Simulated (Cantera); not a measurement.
A closed system holds: 1 mol acetone, 0.17 mol CO2, 8 mol H2, held at 100000 Pa.

Method: chemical equilibrium by Gibbs-energy minimisation in Cantera with the NASA 1993 tables (ideal gas, pure condensed phases). Candidate condensed phases: C, C6H6, C7H8, C8H18, H2O; 131 gas species. Ions and electrons are included (thermal ionisation). The feed counts by its element totals alone. The numbers say what is thermodynamically allowed, not how fast it happens.

Task: At 3000 K, list the 7 most abundant gas species with their mole fractions, and the condensed phases.

Result: H2 0.717, H 0.134, CO 0.101, C2H2 (acetylene) 0.0446, C2H 0.00143, C4H2 0.00116, C3 0.000312. Condensed: C(graphite).
